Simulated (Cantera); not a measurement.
Charge: 1 mol SiO2, 0.11 mol Al2O3, 0.32 mol N2, equilibrated at 101000 Pa.

Equilibrium computed with Cantera from the NASA thermochemical tables; the gas is ideal and each condensed phase is pure. Candidate condensed phases: Al, AlN, Al2O3, Al2SiO5, Al6Si2O13, Si, SiO2, Si2N2O, Si3N4; 23 gas species. Mutual solubility and eutectic melting of coexisting phases are not modelled. The tables hold silica as quartz up to 1696 K and as liquid above; real silica turns to tridymite and cristobalite and melts near 1996 K. Condensed phases not in the tables: alloys, solid solutions and most ternary compounds. The numbers say what is thermodynamically allowed, not how fast it happens.

log p: log10 of the partial pressure in bar; n: condensed amount in mol.

```
T (K)  log p N2  log p SiO  log p NO  log p O2  log p O  n Al2SiO5(andalusite)  n SiO2(β-quartz)  n Al6Si2O13(mullite)  n SiO2(condensed)
-----  --------  ---------  --------  --------  -------  ---------------------  ----------------  --------------------  -----------------
1250       0.01     -11.59    -11.59      <-11     <-11                  0.110             0.890                     0                  0
1350       0.01     -10.21    -10.21      <-11     <-11                      0             0.927                0.0367                  0
1450       0.01      -9.03     -9.03      <-11     <-11                      0             0.927                0.0367                  0
1550       0.01      -8.01     -8.01    -11.19   -10.70                      0             0.927                0.0367                  0
1650       0.01          …         …         …        …                      0             0.927                0.0367                  0
1750       0.01          …         …         …        …                      0                 0                0.0367              0.927
1850       0.01      -5.61     -5.63     -7.42    -7.43                      0                 0                0.0367              0.927
```

### Question
Fill in the missing entries.

### Answer

- 1650, log p SiO: -7.11
- 1650, log p NO: -7.11
- 1650, log p O2: -9.76
- 1650, log p O: -9.47
- 1750, log p SiO: -6.31
- 1750, log p NO: -6.32
- 1750, log p O2: -8.52
- 1750, log p O: -8.38
